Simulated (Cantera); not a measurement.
Feed: 1 mol SiHCl₃, 20 mol N₂, equilibrated at 1373.15 K and 0.310 bar.

These are equilibrium values from Cantera (NASA tables, ideal gas, pure condensed phases), not measurements of a reactor. Candidate condensed phases: NH₄Cl, Si, Si₃N₄; 28 gas species. N₂ is the only nitrogen source here; it is nearly inert below about 1500 K, so the nitride shown seldom forms there in practice. The tables' values for SiCl₃ are old estimates; treat these amounts as uncertain. Equilibrium is a limit: real reactors are often held back by kinetics, nucleation or transport.

Base state: N₂ 0.930, HCl 0.0411, SiCl₄ 0.0232, H₂ 0.00302, SiCl₃ 0.00198, SiCl₂ 0.000780, SiHCl₃ 0.000108 (mole fractions); condensed: Si₃N₄(s).

Task: What changes in the equilibrium state with this change: 0.15 mol O₂ added?

Result: 
```
species                before     after
-------------------  --------  --------
N₂                      0.930     0.929
HCl                    0.0411    0.0463
SiCl₄                  0.0232    0.0232
H₂                    0.00302  0.000344
SiCl₃                 0.00198  0.000592
SiCl₂                0.000780   6.98e-5
SiHCl₃               0.000108   1.09e-5
Si₃N₄(s), mol           0.149         0
SiO₂(β-quartz), mol         0    0.0359
Si₂N₂O(s), mol              0     0.228
```
Mutual solubility and eutectic melting of coexisting phases are not modelled. The tables hold silica as quartz up to 1696 K and as liquid above; real silica turns to tridymite and cristobalite and melts near 1996 K. Further candidate phases: H₂O, SiO₂, Si₂N₂O.
